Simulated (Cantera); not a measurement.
A Cantera script and its output.

```python
import numpy as np
import cantera as ct

gas = ct.Solution("gri30.yaml")
gas.TPX = 500, 101325, {'CH4': 1, 'H2': 0.18, 'O2': 2.3, 'N2': 8.64}
inlet = ct.Reservoir(gas, clone=True)
gas.equilibrate("HP")  # start burning
reactor = ct.IdealGasConstPressureReactor(gas, energy="on", clone=False)
exhaust = ct.Reservoir(gas, clone=True)
tau = [0.11, 0.052, 0.026, 0.013, 0.0063, 0.0031, 0.0015, 0.00077, 0.00038, 0.00019, 9.3e-05][0]
for a, b in ((inlet, reactor), (reactor, exhaust)):
    ct.MassFlowController(a, b, mdot=lambda t: reactor.mass / tau)
net = ct.ReactorNet([reactor])
show = ['CH4', 'H2', 'O2', 'HCN', 'CH2CO', 'NO2', 'HO2']

rows = []
print(f"{'tau/s':>10s}{'T/K':>9s}" + "".join(f"{s:>11s}" for s in show))
for tau in [0.11, 0.052, 0.026, 0.013, 0.0063, 0.0031, 0.0015, 0.00077, 0.00038, 0.00019, 9.3e-05]:
    net.initial_time = 0.0
    net.advance(30 * tau)
    before = gas.X
    net.advance(40 * tau)
    drift = np.max(np.abs(gas.X - before) / (gas.X + 1e-9))
    rows.append([gas.T, *gas[show].X, drift])
    print(f"{tau:10.3e}{gas.T:9.1f}" + "".join(f"{x:11.3e}" for x in gas[show].X))
```

Output:

```
     tau/s      T/K        CH4         H2         O2        HCN      CH2CO        NO2        HO2
 1.100e-01   2260.8  2.133e-06  2.444e-03  1.911e-02  1.803e-07  2.513e-10  6.733e-07  1.655e-06
 5.200e-02   2254.7  4.176e-06  2.682e-03  1.973e-02  2.395e-07  5.684e-10  4.508e-07  1.741e-06
 2.600e-02   2243.4  7.486e-06  3.084e-03  2.048e-02  2.870e-07  1.227e-09  2.910e-07  1.876e-06
 1.300e-02   2224.0  1.287e-05  3.746e-03  2.148e-02  3.271e-07  2.607e-09  1.798e-07  2.120e-06
 6.300e-03   2193.5  2.193e-05  4.778e-03  2.289e-02  3.654e-07  5.469e-09  1.046e-07  2.593e-06
 3.100e-03   2153.2  3.653e-05  6.125e-03  2.463e-02  4.070e-07  1.075e-08  6.022e-08  3.394e-06
 1.500e-03   2102.1  6.242e-05  7.785e-03  2.675e-02  4.639e-07  2.099e-08  3.450e-08  4.694e-06
 7.700e-04   2047.8  1.051e-04  9.462e-03  2.897e-02  5.380e-07  3.972e-08  2.132e-08  6.426e-06
 3.800e-04   1984.4  1.910e-04  1.126e-02  3.168e-02  6.537e-07  8.457e-08  1.326e-08  8.984e-06
 1.900e-04   1917.2  3.675e-04  1.293e-02  3.504e-02  8.364e-07  2.055e-07  8.460e-09  1.265e-05
 9.300e-05   1841.3  8.148e-04  1.456e-02  4.031e-02  1.193e-06  6.747e-07  5.246e-09  1.941e-05
```

Cantera simulation using GRI-Mech 3.0 (53 species, 325 reactions); the numbers are that mechanism's predictions, not measurements.
